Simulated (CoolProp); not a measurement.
Vapour-liquid equilibrium of sulfur hexafluoride (1) + R113 (2) at 287.1 K; x and y are mole fractions of (1).

The numbers come from the multi-fluid Helmholtz-energy mixture model, Guder 2009 and Marx 1992; pair parameters Bell 2016 in CoolProp.

| x | bubble pressure (MPa) | y at the bubble point | dew pressure at overall composition x (MPa) | liquid density (mol/L) |
|---|---|---|---|---|
| 0.05 | 0.1833 | 0.839 | 0.02996 | 8.580 |
| 0.125 | 0.2896 | (withheld) | 0.03255 | (withheld) |
| 0.2 | 0.3416 | (withheld) | 0.03563 | 8.910 |
| 0.275 | 0.3831 | 0.924 | 0.03935 | 9.093 |
| 0.35 | 0.4312 | 0.934 | 0.04393 | 9.286 |
| 0.425 | 0.4946 | 0.946 | 0.04972 | 9.489 |
| 0.5 | 0.5796 | 0.958 | 0.05727 | 9.696 |
| 0.575 | 0.6916 | 0.969 | 0.06754 | 9.901 |
| 0.65 | 0.8352 | 0.979 | 0.08230 | 10.10 |
| 0.725 | 1.012 | 0.987 | 0.1053 | (withheld) |
| 0.8 | 1.219 | 0.992 | 0.1462 | (withheld) |
| 0.875 | 1.444 | 0.996 | 0.2376 | 10.42 |
| 0.95 | 1.666 | 0.999 | 0.5226 | 10.25 |

What belongs in the gaps?


- 0.125, y at the bubble point: 0.897
- 0.125, liquid density (mol/L): 8.739
- 0.2, y at the bubble point: 0.913
- 0.725, liquid density (mol/L): 10.27
- 0.8, liquid density (mol/L): 10.39

No azeotrope shows between x = 0.05 and 0.95.

The pair parameters rest on a limited set of measurements; away from them the model extrapolates. The gap from Raoult's law changes sign with composition, which may be real or a fault of the pair parameters; it wasn't checked against measurements. With so large a gap from Raoult's law the liquid may split in two, which this calculation doesn't test in full.
